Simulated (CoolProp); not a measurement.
The numbers come from the reference Helmholtz-energy equation of state, Schroeder 2014 in CoolProp.

### Question
Give the vapour pressure (MPa), liquid density (kg/m³), enthalpy of vaporisation (kJ/kg), vapour Z of saturated ethanol at 34.45, 58.75, 143.95 °C.

### Answer
| T (°C) | p (MPa) | liquid density (kg/m³) | enthalpy of vaporisation (kJ/kg) | vapour Z |
|---|---|---|---|---|
| 34.45 | 0.0133 | 777 | 910 | 0.992 |
| 58.75 | 0.0442 | 755 | 879 | 0.981 |
| 143.95 | 0.840 | 659 | 706 | 0.872 |
